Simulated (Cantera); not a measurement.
Chlorosilane synthesis and conversion: SiCl4 + H2

Charge: 1 mol SiCl4, 9.3 mol H2, at 1648 K and 4050 Torr.

Cantera equilibrium calculation (NASA polynomials, part measured and part estimated; ideal gas, pure solids and liquids). Candidate condensed phases: Si; 19 gas species. The tables' values for SiCl3 are old estimates; treat these amounts as uncertain. Kinetics and transport are ignored.

```yaml
x(H2): 0.780
x(HCl): 0.128
x(SiCl2): 0.0467
x(SiCl3): 0.0165
x(SiHCl3): 0.0131
x(SiCl4): 0.0129
x(SiH2Cl2): 0.00228
x(SiH3Cl): 0.000119
x(H): 3.38e-5
gas_amount: 10.90 mol
log10 activity of Si(s) (absent): -0.20
```
